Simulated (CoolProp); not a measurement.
Ethylbenzene at several states: density (kg/m³) from the reference equation and from simpler models built on Tc = 344.0 °C, pc = 3.622 MPa, ω = 0.304; each cubic takes its own stable root.

Values from CoolProp's reference Helmholtz-energy equation of state, Zhou 2012.

```
T (°C)  p (MPa)   phase  reference
------  -------  ------  ---------
109.05     2.71  liquid      790.0
-17.55     0.14  liquid      899.5
31.15     0.481  liquid      857.5
236.75    0.113     gas      2.892
275.05   0.0186     gas     0.4344
3.75      0.134  liquid      881.0
```

How far does each simpler model (van der Waals, Redlich-Kwong, Soave-Redlich-Kwong, Peng-Robinson) lie from the reference over these 6 states: mean and median of the absolute difference, and the worst?


- van der Waals: mean 28.3 %, median 41.8 %, worst -42.9 % at -17.55 °C and 0.14 MPa
- Redlich-Kwong: mean 9.8 %, median 14.5 %, worst -14.9 % at -17.55 °C and 0.14 MPa
- Soave-Redlich-Kwong: mean 8.3 %, median 11.8 %, worst -13.4 % at -17.55 °C and 0.14 MPa
- Peng-Robinson: mean 1.1 %, median 0.7 %, worst -2.8 % at -17.55 °C and 0.14 MPa
